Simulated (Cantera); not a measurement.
**Fe(CO)5 + O2 + N2 (iron carbonyl, mercury and lead vapours)**

A closed system holds: 1 mol Fe(CO)5, 0.22 mol O2, 2.3 mol N2, at 1.50 bar.

Cantera equilibrium calculation (NASA polynomials, part measured and part estimated; ideal gas, pure solids and liquids). Candidate condensed phases: C, Fe, Fe(CO)5, FeO, Fe2O3, Fe3O4; 27 gas species. The tables' stoichiometric FeO is somewhat more stable than real wüstite, so its field is too wide. FeO: taken at fixed stoichiometry. Condensed phases not in the tables: cementite and carbon dissolved in iron. The numbers say what is thermodynamically allowed, not how fast it happens.

| T (°C) | x CO | x N2 | x CO2 | n C(graphite) | n FeO(s) | n Fe(α) | n Fe(γ) |
|---|---|---|---|---|---|---|---|
| 677 | 0.318 | 0.428 | 0.254 | 1.93 | 1.00 | 0 | 0 |
| 727 | 0.439 | 0.397 | 0.164 | 1.51 | 1.00 | 0 | 0 |
| 777 | 0.568 | 0.328 | 0.104 | 0.287 | 0 | 1.00 | 0 |
| 827 | 0.625 | 0.315 | 0.0603 | 0 | 0 | 1.00 | 0 |
| 877 | 0.625 | 0.315 | 0.0603 | 0 | 0 | 1.00 | 0 |
| 927 | 0.625 | 0.315 | 0.0603 | 0 | 0 | 0 | 1.00 |
| 977 | 0.625 | 0.315 | 0.0603 | 0 | 0 | 0 | 1.00 |
| 1027 | 0.625 | 0.315 | 0.0603 | 0 | 0 | 0 | 1.00 |
x: gas mole fraction; n: condensed amount in mol.

From 677 °C to 727 °C the condensed part is C(graphite) + FeO(s). At 777 °C the condensed part is C(graphite) + Fe(α). From 827 °C to 877 °C the condensed part is Fe(α). From 927 °C to 1027 °C the condensed part is Fe(γ).
